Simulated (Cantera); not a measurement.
Input (Python, Cantera) and output of one run.

```python
import numpy as np
import cantera as ct

gas_names = [...]  # 110 gases of nasa_gas.yaml made of C, F, H
cond_names = """
    C(gr) C6H6(L) C7H8(L) C8H18(L),n-octa
""".split()


# ... load() reads the species with a 1 bar reference pressure and builds the phases ...
atoms = {
    'CH2F2': {'C': 1, 'H': 2, 'F': 2},
    'F2': {'F': 2},
    'H2': {'H': 2},
}
top_T = {'C(gr)': 4500}  # K; cautious upper limits of use, not melting points


# ... equilibrate(T, P, feed) seeds the gas with the atoms and calls Mixture.equilibrate('TP', solver="vcs", rtol=1e-11, max_steps=5000) ...
results = []
feed = {'CH2F2': 1, 'F2': 0.17, 'H2': 0.096}  # mol
P = 3.1  # Pa
for T in [3000, 3500, 4000, 4500, 5000]:
    mix = equilibrate(T, P, feed)
    results.append((T, P, feed, dict(zip(mix.species_names, mix.species_moles))))

top = {s: max(r[3][s] / sum(r[3][g] for g in gas_names) for r in results) for s in gas_names}
cols = sorted((s for s in top if top[s] > 1e-05), key=lambda s: -top[s])[:9]
seen = [c for c in cond_names if any(r[3].get(c, 0) > 1e-12 for r in results)]
print("log10 of partial pressures in bar; condensed amounts in mol")
print(f"{'T/K':>10s}" + "".join(f"{s[:9]:>10s}" for s in cols + seen))
for T, P, feed, n in results:
    ng = sum(n[g] for g in gas_names)
    print(f"{T:10.4g}" + "".join(f"{np.log10(max(n[s] / ng * P / 1e5, 1e-99)):10.3f}" for s in cols)
          + "".join(f"{n.get(c, 0):10.4g}" for c in seen))
```

Output:

```
log10 of partial pressures in bar; condensed amounts in mol
       T/K         F         H         C        HF        C2        C3  Electron        C+        CF
      3000    -4.894    -4.920    -5.338    -6.003    -6.585    -6.635   -10.216   -11.704    -6.874
      3500    -4.883    -4.911    -5.253    -7.466    -7.937    -9.712    -9.410    -9.557    -8.165
      4000    -4.882    -4.911    -5.252    -8.582    -9.077   -12.213    -8.394    -8.402    -9.207
      4500    -4.883    -4.911    -5.254    -9.455    -9.972   -14.168    -7.547    -7.549   -10.025
      5000    -4.884    -4.913    -5.264   -10.158   -10.704   -15.758    -6.866    -6.869   -10.692
```

These are equilibrium values from Cantera (NASA tables, ideal gas, pure condensed phases), not measurements of a reactor.
